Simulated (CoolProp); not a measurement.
n-perfluorohexane at 293.15 K and 0.0191 MPa is throttled through a valve to 0.00102 MPa with no heat exchange. Each further row changes one setting.

Model: reference Helmholtz-energy equation of state, Gao 2022, in CoolProp.

| case | final density (kg/m³) |
|---|---|
| as stated | ___ |
| outlet pressure 0.000306 MPa | ___ |
| outlet pressure 0.00133 MPa | ___ |

Task: Fill in the missing entries.

Result: 
- as stated, final density (kg/m³): 0.142
- outlet pressure 0.000306 MPa, final density (kg/m³): 0.0425
- outlet pressure 0.00133 MPa, final density (kg/m³): 0.185
